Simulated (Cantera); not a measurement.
Charge: 1 mol B2O3, 25 mol N2, held at 2198 K and 7900 Pa.

Cantera equilibrium calculation (NASA polynomials, part measured and part estimated; ideal gas, pure solids and liquids). Candidate condensed phases: B, BN, B2O3; 17 gas species. Rates play no part.

Base state: N2 0.960, B2O3 0.0368, BO 0.00153, BO2 0.00144, NO 8.61e-5, B2O2 8.37e-5, O 2.70e-5 (mole fractions); condensed: gas only.

**Question.** What changes in the equilibrium state with this change: temperature from 2198 K to 1950 K?

**Answer.** 
```tsv
species	before	after
N2	0.960	0.961
B2O3	0.0368	0.0382
BO2	0.00144	0.000249
BO	0.00153	0.000206
O	2.70e-5	8.76e-7
NO	8.61e-5	8.74e-6
B2O2	8.37e-5	3.22e-5
```

**Question.** What changes in the equilibrium state with this change: B2O3 replaced by borazine?

**Answer.** 
```csv
species,before,after
N2,0.960,0.890
H2,0,0.104
H,0,0.00638
B2O3,0.0368,0
BH2,0,2.13e-5
BO,0.00153,0
BO2,0.00144,0
NO,8.61e-5,0
B2O2,8.37e-5,0
"BN(s), mol",0,3.00
```
The feed counts by its element totals alone. The tables' values for BH2 are old estimates; treat these amounts as uncertain.
